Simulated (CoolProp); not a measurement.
The numbers come from the reference Helmholtz-energy equation of state, Lemmon 2006 in CoolProp. It is a short technical equation, of lower accuracy than the large ones.

Question: For CH3F (R41), give the phase and the cp (kJ/(kg K)) at 393.7 K and 0.115 MPa; 216.4 K and 0.36 MPa.

Answer: 
- 393.7 K and 0.115 MPa: gas; cp 1.29
- 216.4 K and 0.36 MPa: liquid; cp 2.12
